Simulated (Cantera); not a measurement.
An isothermal, constant-pressure homogeneous reactor starts with CH4 : N2 = 1 : 81 (molar parts), at 1700 K and 0.0132 atm.

Computed with Cantera and GRI-Mech 3.0 (53 species, 325 reactions). GRI-Mech 3.0 stops at C3 and has no aromatics, soot or wall deposition, so with more carbon than oxygen in the feed, carbon stays in small species such as C2H2 where larger ones or solid carbon would form. Radical loss at walls, strong at low pressure, is not modelled.

One state of this run: x CH4 = 0.000329; x C2H6 = 1.04e-8; x CH3 = 3.46e-5; x C2H2 = 0.00583; x H = 9.17e-5; x HCN = 1.36e-5; x CH2 = 1.78e-7. x: mole fraction; the columns are a selection and need not sum to one.

Question: Which value of t (s) does it belong to?
A. 3.17
B. 0.0126
C. 5.00e-5
D. 0.00316

Answer: A, 3.17
